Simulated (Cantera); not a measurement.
A perfectly stirred reactor is fed with H2 : O2 : N2 = 0.23 : 1 : 0.11 (molar parts), at 0.00651 atm; it is held at 925 K, and followed from long to short residence time.

Model: the H2/O2 subset of GRI-Mech 3.0, which has no nitrogen chemistry, integrated in Cantera. Radical loss at walls, strong at low pressure, is not modelled. Below about 950 K walls govern HO2 and H2O2 in real vessels. The temperature is held fixed by assumption; the heat of reaction is taken as removed at once.

x: mole fraction; the columns are a selection and need not sum to one.

```json
[
 {"τ (s)": "1.1", "x H2": "0.00252", "x O2": "0.720", "x H2O": "0.184", "x H2O2": "1.79e-7", "x HO2": "6.68e-6", "x O": "0.00202", "x H": "0.00101"},
 {"τ (s)": "0.48", "x H2": "0.00403", "x O2": "0.719", "x H2O": "0.181", "x H2O2": "1.88e-7", "x HO2": "7.48e-6", "x O": "0.00326", "x H": "0.00228"},
 {"τ (s)": "0.21", "x H2": "…", "x O2": "0.717", "x H2O": "0.176", "x H2O2": "1.91e-7", "x HO2": "8.06e-6", "x O": "…", "x H": "…"},
 {"τ (s)": "0.093", "x H2": "0.0101", "x O2": "0.713", "x H2O": "0.168", "x H2O2": "1.88e-7", "x HO2": "8.33e-6", "x O": "0.00788", "x H": "0.0105"},
 {"τ (s)": "0.041", "x H2": "0.0160", "x O2": "0.708", "x H2O": "0.155", "x H2O2": "1.78e-7", "x HO2": "8.23e-6", "x O": "0.0115", "x H": "0.0206"},
 {"τ (s)": "0.018", "x H2": "…", "x O2": "0.701", "x H2O": "…", "x H2O2": "1.64e-7", "x HO2": "7.74e-6", "x O": "…", "x H": "…"},
 {"τ (s)": "0.0079", "x H2": "0.0414", "x O2": "0.698", "x H2O": "0.109", "x H2O2": "1.55e-7", "x HO2": "6.98e-6", "x O": "0.0171", "x H": "0.0472"}
]
```

**Question.** Complete the blanks.

**Answer.** 
- 0.21, x H2: 0.00641
- 0.21, x O: 0.00515
- 0.21, x H: 0.00502
- 0.018, x H2: 0.0255
- 0.018, x H2O: 0.134
- 0.018, x O: 0.0153
- 0.018, x H: 0.0351
